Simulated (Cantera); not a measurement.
## Stirred combustor or abatement burner

A perfectly stirred reactor is fed with 34.2 % H2, 12.2 % O2, 45.8 % N2, 7.86 % H2O, at 0.592 atm; it is adiabatic with a 573 K inlet, and is followed from long to short residence time, starting on the burning branch (τ in s: 0.026, 0.016, 0.0098, 0.006, 0.0037, 0.0023, 0.0014, 0.00088, 0.00054, 0.00033, 0.00021, 0.00013, 7.8e-05).

Cantera simulation using the H2/O2 subset of GRI-Mech 3.0, which has no nitrogen chemistry; the numbers are that mechanism's predictions, not measurements.

| τ (s) | T (K) | x H2 | x O2 | x H2O | x H2O2 | x O |
|---|---|---|---|---|---|---|
| 0.026 | 2257 | 0.109 | 0.000414 | 0.359 | 3.79e-8 | 0.000260 |
| 0.016 | 2238 | 0.109 | 0.000584 | 0.357 | 4.85e-8 | 0.000368 |
| 0.0098 | 2214 | 0.109 | 0.000831 | 0.355 | 6.25e-8 | 0.000529 |
| 0.0060 | 2184 | 0.108 | 0.00119 | 0.352 | 8.05e-8 | 0.000760 |
| 0.0037 | 2147 | 0.108 | 0.00167 | 0.348 | 1.04e-7 | 0.00108 |
| 0.0023 | 2102 | 0.108 | 0.00230 | 0.344 | 1.35e-7 | 0.00149 |
| 0.0014 | 2047 | 0.107 | 0.00316 | 0.340 | 1.82e-7 | 0.00205 |
| 0.00088 | 1988 | 0.107 | 0.00416 | 0.334 | 2.46e-7 | 0.00269 |
| 0.00054 | 1917 | 0.106 | 0.00544 | 0.329 | 3.47e-7 | 0.00346 |
| 0.00033 | 1837 | 0.105 | 0.00699 | 0.322 | 5.05e-7 | 0.00430 |
| 0.00021 | 1759 | 0.105 | 0.00867 | 0.316 | 7.25e-7 | 0.00507 |
| 0.00013 | 1671 | 0.104 | 0.0109 | 0.309 | 1.07e-6 | 0.00581 |
| 7.8e-5 | 1572 | 0.105 | 0.0141 | 0.301 | 1.55e-6 | 0.00641 |
x: mole fraction; the columns are a selection and need not sum to one.
